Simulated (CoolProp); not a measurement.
A single-stage vapour-compression cycle with R13: evaporating at 218.15 K (dew point), condensing at 280.15 K (bubble point), superheat 5 K, subcooling 8 K, compressor efficiency 0.9, no pressure losses. Each further row changes one setting.

Model: reference Helmholtz-energy equation of state, Platzer 1990, in CoolProp. This equation is an older, rougher fit; its heat capacities, sound speeds and derivatives of the liquid may be far off and weren't checked against measurements.

| case | cooling COP | pressure ratio | discharge temperature (K) | refrigerating effect (kJ/kg) | volumetric capacity (kJ/m³) |
|---|---|---|---|---|---|
| as stated | (withheld) | 6.81 | 308.9 | 81.6 | 1730 |
| evaporating temperature 223.15 K | (withheld) | 5.60 | 306.4 | (withheld) | (withheld) |
| condensing temperature 275.15 K | (withheld) | (withheld) | (withheld) | 87.5 | 1860 |
| subcooling 13 K | 2.33 | 6.81 | 308.9 | 87.6 | 1860 |
| superheat 15 K | (withheld) | 6.81 | 318.9 | 87.6 | 1760 |
| compressor efficiency 0.8 | 1.93 | 6.81 | 314.4 | 81.6 | 1730 |

Problem. Fill in the missing entries.

Solution. 
- as stated, cooling COP: 2.17
- evaporating temperature 223.15 K, cooling COP: 2.49
- evaporating temperature 223.15 K, refrigerating effect (kJ/kg): 83.4
- evaporating temperature 223.15 K, volumetric capacity (kJ/m³): 2140
- condensing temperature 275.15 K, cooling COP: 2.50
- condensing temperature 275.15 K, pressure ratio: 6.02
- condensing temperature 275.15 K, discharge temperature (K): 302.5
- superheat 15 K, cooling COP: 2.20
